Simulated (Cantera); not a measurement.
Input: 1 mol SiCl₄, 1.5 mol NH₃, held at 727 °C and 90.0 Torr.

These are equilibrium values from Cantera (NASA tables, ideal gas, pure condensed phases), not measurements of a reactor. Candidate condensed phases: NH₄Cl, Si, Si₃N₄; 28 gas species. The tables' values for SiCl₃ are old estimates; treat these amounts as uncertain. Rates play no part.

Base state: HCl 0.402, H₂ 0.342, SiCl₄ 0.140, N₂ 0.114, SiHCl₃ 0.000842, SiCl₃ 7.23e-5 (mole fractions); condensed: Si₃N₄(s).

Question: What changes in the equilibrium state with this change: pressure from 90.0 Torr to 0.165 Torr?

Answer: 
```tsv
species	before	after
HCl	0.402	0.536
H₂	0.342	0.269
SiCl₄	0.140	0.104
N₂	0.114	0.0899
SiCl₂	9.02e-7	0.000160
SiCl₃	7.23e-5	0.000828
SiHCl₃	0.000842	0.000366
Si₃N₄(s), mol	0.138	0.187
```
